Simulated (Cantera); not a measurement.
Input: 1 mol BaF2, 0.068 mol H2O, 4.7 mol H2, at 2173.15 K and 100000 Pa.

Equilibrium computed with Cantera from the NASA thermochemical tables; the gas is ideal and each condensed phase is pure. Candidate condensed phases: Ba, BaF2, BaO, Ba(OH)2, H2O; 27 gas species. Equilibrium is a limit: real reactors are often held back by kinetics, nucleation or transport.

Base state: H2 0.856, BaF2 0.0953, HF 0.0166, BaF 0.0156, H2O 0.0121, H 0.00447, BaOH 0.000294, Ba 0.000122 (mole fractions); condensed: BaF2(l).

Q: What changes in the equilibrium state with this change: H2O from 0.068 to 1.5 mol?

A: 
```
species         before     after
------------  --------  --------
H2               0.856     0.660
H2O             0.0121     0.195
BaF2            0.0953    0.0953
HF              0.0166    0.0275
BaF             0.0156   0.00824
Ba(OH)2        8.50e-5   0.00808
OH             8.43e-6  0.000155
BaOH          0.000294   0.00152
Ba            0.000122   3.42e-5
BaF2(l), mol     0.395     0.202
```
